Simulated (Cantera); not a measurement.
Charge: 1 mol MgCO3, 1.4 mol H2S, 0.052 mol H2O, equilibrated at 400 °C.

These are equilibrium values from Cantera (NASA tables, ideal gas, pure condensed phases), not measurements of a reactor. Candidate condensed phases: C, C6H6, C7H8, C8H18, H2O, H2SO4, Mg, MgCO3, MgO, Mg(OH)2, MgS, MgSO4, S; 130 gas species. Gases not in the tables: S3 to S7. Rates play no part.

Task: At 45000 Pa, list the 7 most abundant gas species with their mole fractions, and the condensed phases.

Result: H2S 0.552, CO2 0.390, H2O 0.0386, COS 0.0162, H2 0.00107, S2 0.000971, CO 0.000884. Condensed: MgO(s).
